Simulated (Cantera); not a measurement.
**Stirred combustor or abatement burner**

A perfectly stirred reactor is fed with 6.86 % CH₄, 1.03 % CO, 19.0 % O₂, 71.4 % N₂, 1.72 % H₂O, at 1300000 Pa; it is adiabatic with a 800 K inlet, and is followed from long to short residence time, starting on the burning branch (τ in s: 0.028, 0.014, 0.0069, 0.0035, 0.0017, 0.00087, 0.00044, 0.00022, 0.00011, 5.5e-05).

Detailed kinetics in Cantera: GRI-Mech 3.0 (53 species, 325 reactions). The pressure lies above the range GRI-Mech 3.0 was tuned for (to about 10 atm).

```json
[
 {"τ (s)": "0.028", "T (K)": "2278", "x CH₄": "1.03e-6", "x CO": "0.00107", "x O₂": "0.0462", "x O": "0.000266", "x CH₂O": "1.68e-7", "x CO₂": "0.0781", "x H": "4.74e-5"},
 {"τ (s)": "0.014", "T (K)": "2280", "x CH₄": "2.02e-6", "x CO": "0.00112", "x O₂": "0.0467", "x O": "0.000274", "x CH₂O": "3.32e-7", "x CO₂": "0.0781", "x H": "4.93e-5"},
 {"τ (s)": "0.0069", "T (K)": "2280", "x CH₄": "4.01e-6", "x CO": "0.00121", "x O₂": "0.0471", "x O": "0.000284", "x CH₂O": "6.62e-7", "x CO₂": "0.0780", "x H": "5.25e-5"},
 {"τ (s)": "0.0035", "T (K)": "2280", "x CH₄": "7.66e-6", "x CO": "0.00136", "x O₂": "0.0475", "x O": "0.000299", "x CH₂O": "1.27e-6", "x CO₂": "0.0778", "x H": "5.78e-5"},
 {"τ (s)": "0.0017", "T (K)": "2277", "x CH₄": "1.50e-5", "x CO": "0.00167", "x O₂": "0.0478", "x O": "0.000326", "x CH₂O": "2.51e-6", "x CO₂": "0.0775", "x H": "6.86e-5"},
 {"τ (s)": "0.00087", "T (K)": "2272", "x CH₄": "2.71e-5", "x CO": "0.00219", "x O₂": "0.0481", "x O": "0.000372", "x CH₂O": "4.58e-6", "x CO₂": "0.0769", "x H": "8.80e-5"},
 {"τ (s)": "0.00044", "T (K)": "2262", "x CH₄": "4.80e-5", "x CO": "0.00307", "x O₂": "0.0486", "x O": "0.000451", "x CH₂O": "8.20e-6", "x CO₂": "0.0759", "x H": "0.000125"},
 {"τ (s)": "0.00022", "T (K)": "2246", "x CH₄": "8.31e-5", "x CO": "0.00452", "x O₂": "0.0494", "x O": "0.000580", "x CH₂O": "1.43e-5", "x CO₂": "0.0743", "x H": "0.000194"},
 {"τ (s)": "0.00011", "T (K)": "2222", "x CH₄": "0.000142", "x CO": "0.00676", "x O₂": "0.0506", "x O": "0.000772", "x CH₂O": "2.45e-5", "x CO₂": "0.0719", "x H": "0.000314"},
 {"τ (s)": "5.5e-5", "T (K)": "2187", "x CH₄": "0.000247", "x CO": "0.0101", "x O₂": "0.0526", "x O": "0.00102", "x CH₂O": "4.17e-5", "x CO₂": "0.0682", "x H": "0.000508"}
]
```
x: mole fraction; the columns are a selection and need not sum to one.
